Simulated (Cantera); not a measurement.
Input (Python, Cantera):

```python
import numpy as np
import cantera as ct

gas = ct.Solution("gri30.yaml")
gas.TPX = 1350, 13332, {'N2O': 1, 'N2': 0.0039}
reactor = ct.IdealGasConstPressureReactor(gas, energy="off", clone=False)
net = ct.ReactorNet([reactor])
net.rtol, net.atol = 1e-08, 1e-18
show = ['N2O', 'NO', 'O2', 'NO2', 'N2']
times = np.geomspace(3e-06, 5, 15)

steps = ct.SolutionArray(gas, extra=["t"])
rows = []
print(f"{'t/s':>10s}{'T/K':>9s}{'P/Pa':>11s}" + "".join(f"{s:>11s}" for s in show))
for t in times:
    while net.time < t:
        t_next = net.step()
        steps.append(gas.state, t=t_next)
    rows.append([np.interp(t, steps.t, y) for y in (steps.T, steps.P, *steps(*show).X.T)])
    print(f"{t:10.3e}{rows[-1][0]:9.1f}{rows[-1][1]:11.4g}" + "".join(f"{x:11.3e}" for x in rows[-1][2:]))
rate = np.gradient(steps.T, steps.t)
print("integrator steps:", len(steps.t))
if steps.T.max() > steps.T[0] + 200:
    print(f"time of steepest temperature rise: {steps.t[rate.argmax()]:.4e} s")
gas.TPX = 1350, 13332, {'N2O': 1, 'N2': 0.0039}
gas.equilibrate("TP")
print(f"equilibrium (TP): T = {gas.T:.1f} K  " + "  ".join(f"{s} {gas[s].X[0]:.3e}" for s in show))
```

Output:

```
       t/s      T/K       P/Pa        N2O         NO         O2        NO2         N2
 3.000e-06   1350.0  1.333e+04  9.961e-01  2.701e-08  6.484e-08  1.716e-16  3.886e-03
 8.347e-06   1350.0  1.333e+04  9.961e-01  1.969e-07  4.728e-07  9.187e-15  3.890e-03
 2.323e-05   1350.0  1.333e+04  9.961e-01  1.297e-06  3.114e-06  3.972e-13  3.900e-03
 6.462e-05   1350.0  1.333e+04  9.960e-01  6.870e-06  1.649e-05  1.109e-11  3.934e-03
 1.798e-04   1350.0  1.333e+04  9.959e-01  2.650e-05  6.362e-05  1.645e-10  4.039e-03
 5.003e-04   1350.0  1.333e+04  9.954e-01  8.242e-05  1.979e-04  1.580e-09  4.335e-03
 1.392e-03   1350.0  1.333e+04  9.940e-01  2.378e-04  5.711e-04  1.289e-08  5.157e-03
 3.873e-03   1350.0  1.333e+04  9.903e-01  6.687e-04  1.606e-03  9.649e-08  7.438e-03
 1.078e-02   1350.0  1.333e+04  9.800e-01  1.856e-03  4.457e-03  6.428e-07  1.372e-02
 2.998e-02   1350.0  1.333e+04  9.520e-01  5.070e-03  1.218e-02  3.413e-06  3.075e-02
 8.343e-02   1350.0  1.333e+04  8.796e-01  1.338e-02  3.219e-02  1.282e-05  7.484e-02
 2.321e-01   1350.0  1.333e+04  7.128e-01  3.246e-02  7.829e-02  3.585e-05  1.764e-01
 6.459e-01   1350.0  1.333e+04  4.201e-01  6.557e-02  1.594e-01  7.857e-05  3.549e-01
 1.797e+00   1350.0  1.333e+04  1.223e-01  9.758e-02  2.428e-01  1.257e-04  5.373e-01
 5.000e+00   1350.0  1.333e+04  1.010e-02  1.061e-01  2.759e-01  1.792e-04  6.077e-01
integrator steps: 823
equilibrium (TP): T = 1350.0 K  N2O 1.372e-08  NO 6.300e-04  O2 3.322e-01  NO2 2.570e-06  N2 6.672e-01
```

Detailed kinetics in Cantera: GRI-Mech 3.0 (53 species, 325 reactions). GRI-Mech 3.0 was tuned for natural gas; its chemistry of N2O as a main component is partial and can be far from experiment. The mechanism lacks the step 2 NO + O2 → 2 NO2, which can matter for NO2 below about 1400 K. The temperature is held fixed by assumption; the heat of reaction is taken as removed at once.
